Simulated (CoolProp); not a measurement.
Vapour-liquid equilibrium of ethanol (1) + hexamethyldisiloxane (MM) (2) at 8.8 bar; x and y are mole fractions of (1).

Model: multi-fluid Helmholtz-energy mixture model, Schroeder 2014 and Thol 2016; pair parameters Bell 2016, in CoolProp.

**Question.** Give the bubble temperature and the first vapour's composition at x = 0.5, 0.65, 0.725. Is there an azeotrope?

**Answer.** x = 0.5: 425.6 K, y = 0.685; x = 0.65: 422.5 K, y = 0.760; x = 0.725: 421.3 K, y = 0.800. No azeotrope shows between x = 0.05 and 0.95.

Pair parameters are fitted to limited data, so mixtures are less certain than the pure fluids.
